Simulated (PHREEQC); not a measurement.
0.15 g of hydrous ferric oxide (600 m²/g; 0.2 weak and 0.005 strong sites per Fe, Dzombak-Morel constants, diffuse double layer) in 1 kg of water with 0.005 mol/kgw of an inert sodium salt and 0.0027 mmol/kgw NiCl2, at 25 °C; the pH is set by adding NaOH or the inert anion's acid. O2 is buffered at 0.21 atm. No CO2 enters from the air. Precipitation was switched off in this run.

The series has 13 steps of pH, from 3 to 11.

Model: ion-association model, wateq4f.dat, run in PHREEQC.

Question: Near which pH is half of the Ni sorbed, and on which side is more sorbed?

Answer: Near pH 6.5, with more sorbed at higher pH.

The oxide is taken as insoluble; below pH 4 it would dissolve.
